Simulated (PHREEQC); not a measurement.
A solution holds 0.016 mol Cs2SO4 and 0.034 mol ZnI2 per kg of water, at 5 °C. Closed to the air; pH follows from the charge balance.

The numbers come from PHREEQC with the ion-association model, wateq4f.dat.

This is a speciation only: nothing precipitates in the calculation.

**Question.** Order these Zn species by the share of Zn that they hold, largest first: Zn(SO4)2-2, ZnSO4, Zn+2.

**Answer.** Zn+2 (80 %), ZnSO4 (19 %), Zn(SO4)2-2 (1.6 %)

**Question.** Order these S species by the share of S that they hold, largest first: Zn(SO4)2-2, SO4-2, ZnSO4.

**Answer.** SO4-2 (54 %), ZnSO4 (39 %), Zn(SO4)2-2 (6.6 %)

The pH is 5.84 and the ionic strength 0.123 mol/kgw. Complexes and solids missing from the database can't appear. Away from 25 °C the constants follow the database's enthalpies or fits; those with neither stay at their 25 °C values.
